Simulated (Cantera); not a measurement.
A closed system holds: 1 mol SiCl₄, 1.9 mol HCl, 11 mol H₂, held at 975 K and 1.10 bar.

Cantera equilibrium calculation (NASA polynomials, part measured and part estimated; ideal gas, pure solids and liquids). Candidate condensed phases: Si; 19 gas species. The tables' values for SiCl₃ are old estimates; treat these amounts as uncertain. Rates play no part.

Base state: H₂ 0.789, HCl 0.139, SiCl₄ 0.0696, SiHCl₃ 0.00226, SiCl₃ 3.03e-5 (mole fractions); condensed: gas only.

Problem. What changes in the equilibrium state with this change: temperature from 975 K to 673 K?

Solution. 
```json
[
 {"species": "H₂", "before": "0.789", "after": "0.791"},
 {"species": "HCl", "before": "0.139", "after": "0.137"},
 {"species": "SiCl₄", "before": "0.0696", "after": "0.0719"},
 {"species": "SiCl₃", "before": "3.03e-5", "after": "1.85e-9"},
 {"species": "SiHCl₃", "before": "0.00226", "after": "5.26e-5"}
]
```
